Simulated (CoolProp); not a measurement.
Vapour-liquid equilibrium of R125 (1) + R143a (2) at 0.0768 MPa; x and y are mole fractions of (1).

Computed with CoolProp (multi-fluid Helmholtz-energy mixture model, Lemmon 2005 and Lemmon and Jacobsen 2000; pair parameters Lemmon 2004).

**Question.** Give the bubble temperature and the first vapour's composition at x = 0.2, 0.275, 0.95. Is there an azeotrope?

**Answer.** x = 0.2: 220.7 K, y = 0.189; x = 0.275: 220.8 K, y = 0.266; x = 0.95: 219.8 K, y = 0.958. y crosses x between x = 0.35 and 0.425: the model has an azeotrope there.

Pair parameters are fitted to limited data, so mixtures are less certain than the pure fluids.
